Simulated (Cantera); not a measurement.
Mixture: CO : H2 : O2 : N2 = 1 : 0.078 : 0.709 : 2.67 (molar parts), at 4.93 atm, adiabatic and at constant volume. Ignition delay is the time to a rise of 400 K.

Computed with Cantera and GRI-Mech 3.0 (53 species, 325 reactions). The hydrogen kinetics of GRI-Mech 3.0 are dated; newer H2 mechanisms differ, most at raised pressure. Below about 950 K walls govern HO2 and H2O2 in real vessels.

```json
[
 {"quantity": "delay at 873 K", "before": "0.162 s", "after": "0.396 s"},
 {"quantity": "delay at 973 K", "before": "7.85 ms", "after": "18.5 ms"},
 {"quantity": "delay at 1073 K", "before": "0.534 ms", "after": "1.03 ms"},
 {"quantity": "delay at 1173 K", "before": "64.0 µs", "after": "77.6 µs"},
 {"quantity": "delay at 1273 K", "before": "25.4 µs", "after": "32.1 µs"},
 {"quantity": "delay at 1373 K", "before": "15.7 µs", "after": "21.2 µs"}
]
```

Q: Name the change that produced these shifts.
A) constant pressure in place of constant volume
B) pressure from 4.93 atm to 1.00 atm
C) CO 1 to 0.31 parts
D) O2 0.709 to 0.39 parts

A: C, CO 1 to 0.31 parts
